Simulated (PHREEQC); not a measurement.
Solution (65 °C): 26 mmol/kgw HCl, 120 mmol/kgw BaCl2 and 1.6 mmol/kgw H4SiO4. It is in equilibrium with CO2 at log p = -3.4 (atm). Otherwise closed; pH follows from the charge balance.

Model: ion-association model, phreeqc.dat, run in PHREEQC.

Each row changes one thing in this solution. No solid was allowed to form.

```
case                                     pH  HCO3- (mol/kgw)
-------------------------------------  ----  ---------------
as made                                1.70         2.23e-10
temperature from 65 to 70 °C           1.71         2.04e-10
H4SiO4 left out                        1.70         2.23e-10
diluted 2-fold with water                 …         4.07e-10
HCl left out                              …                …
HCl from 0.026 to 0.0052 mol/kgw       2.40          1.11e-9
H4SiO4 from 0.0016 to 0.00144 mol/kgw  1.70         2.23e-10
BaCl2 left out                         1.65         1.58e-10
```

Problem. Complete the blanks.

Solution. 
- diluted 2-fold with water, pH: 1.99
- HCl left out, pH: 5.57
- HCl left out, HCO3- (mol/kgw): 1.64e-6

Species that the database lacks are ignored. Some of these states are supersaturated (in Quartz (slow to form), Chalcedony (slow to form), for instance). Away from 25 °C the constants follow the database's enthalpies or fits; those with neither stay at their 25 °C values.
